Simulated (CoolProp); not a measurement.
A single-stage vapour-compression cycle with dimethyl carbonate: evaporating at 319.15 K (dew point), condensing at 384.15 K (bubble point), superheat 8 K, subcooling 2 K, compressor efficiency 0.65, no pressure losses. Each further row changes one setting.

Values from CoolProp's reference Helmholtz-energy equation of state, Zhou 2011.

| case | cooling COP | pressure ratio | discharge temperature (K) | refrigerating effect (kJ/kg) | volumetric capacity (kJ/m³) |
|---|---|---|---|---|---|
| as stated | 2.62 | 9.64 | 412.0 | 294 | 192 |
| evaporating temperature 324.15 K | ? | 7.79 | 409.5 | 300 | ? |
| condensing temperature 379.15 K | 2.90 | 8.37 | ? | 304 | 199 |
| subcooling 7 K | ? | 9.64 | 412.0 | 304 | 199 |
| superheat 18 K | 2.65 | 9.64 | ? | 306 | 194 |
| compressor efficiency 0.55 | 2.22 | 9.64 | 425.5 | 294 | 192 |

### Question
Some entries are withheld; supply them.

### Answer

- evaporating temperature 324.15 K, cooling COP: 2.94
- evaporating temperature 324.15 K, volumetric capacity (kJ/m³): 239
- condensing temperature 379.15 K, discharge temperature (K): 406.7
- subcooling 7 K, cooling COP: 2.71
- superheat 18 K, discharge temperature (K): 422.7
